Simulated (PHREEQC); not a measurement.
Synthetic water in mg/L, 20 °C, pH 6.41, pe 9.6: Na 0.115; K 0.183; Ca 0.0865; Mg 0.0339; Cl 0.419; S(6) as SO4 0.00243; Alkalinity as HCO3 0.274; Pb 0.000841.

Valence states are taken as typed.

Equilibrium calculation in PHREEQC: ion-association model, phreeqc.dat.

Precipitation was switched off in this run.

### Question
Order these Pb species by the share of Pb that they hold, largest first: PbCO3, Pb+2, PbOH+, PbHCO3+.

### Answer
Pb+2 (94 %), PbOH+ (4.6 %), PbCO3 (0.84 %), PbHCO3+ (0.36 %)

The pH is 6.41 and the ionic strength 2.06e-5 mol/kgw. Species that the database lacks are ignored.
